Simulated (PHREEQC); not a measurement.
Make-up at 33 °C and 100 atm: 0.32 mol/kgw K2HPO4. Closed to the air; pH follows from the charge balance.

All values are PHREEQC results (ion-association model, phreeqc.dat), not measurements.

The ionic strength comes out as 0.868 mol/kgw. What activity coefficients do OH-, KHPO4-, K+, PO4-3, HPO4-2 get?

OH- 0.59, KHPO4- 0.66, K+ 0.61, PO4-3 0.012, HPO4-2 0.18.

Precipitation was switched off in this run. Caution: at this ionic strength the ion-association model is outside its range; a Pitzer model would be the better tool where its parameters exist. Under pressure, the constants of complexes without a molar volume in the database are unreliable.
